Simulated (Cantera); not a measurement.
A closed system holds: 1 mol Cu, a varied amount of H2O, 8.1 mol N2, held at 852 °C and 100000 Pa.

Cantera equilibrium calculation (NASA polynomials, part measured and part estimated; ideal gas, pure solids and liquids). Candidate condensed phases: Cu, CuO, Cu(OH)2, Cu2O, H2O; 27 gas species. Mutual solubility and eutectic melting of coexisting phases are not modelled. Rates play no part.

x: gas mole fraction; n: condensed amount in mol.

```
n(H2O) (mol)   x N2  x H2O     x H2     x OH     x NO     x O2  n Cu(s)  n Cu2O(s)
------------  -----  -----  -------  -------  -------  -------  -------  ---------
1.3           0.862  0.138  3.48e-6  1.72e-8  2.32e-8  9.17e-9    1.000          0
1.7           0.827  0.173  4.37e-6  1.92e-8  2.27e-8  9.17e-9    1.000          0
2.2           0.786  0.214  5.37e-6  2.13e-8  2.22e-8  9.17e-9    1.000    5.48e-5
2.8           0.743  0.257  6.46e-6  2.34e-8  2.15e-8  9.17e-9    1.000    6.99e-5
3.6           0.692  0.308  7.74e-6  2.56e-8  2.08e-8  9.17e-9    1.000    9.00e-5
4.7             [?]    [?]      [?]  2.80e-8  1.99e-8  9.17e-9    1.000        [?]
6.1             [?]    [?]      [?]  3.02e-8  1.89e-8  9.17e-9    1.000        [?]
7.8           0.509  0.491  1.23e-5  3.23e-8  1.78e-8  9.17e-9    1.000   0.000195
10            0.448  0.552  1.39e-5  3.43e-8  1.67e-8  9.17e-9    0.999   0.000251
```

Task: Fill in the missing entries.

Result: 
- 6.1, x N2: 0.570
- 6.1, x H2O: 0.430
- 6.1, x H2: 1.08e-5
- 6.1, n Cu2O(s): 0.000153
- 4.7, x N2: 0.633
- 4.7, x H2O: 0.367
- 4.7, x H2: 9.24e-6
- 4.7, n Cu2O(s): 0.000118
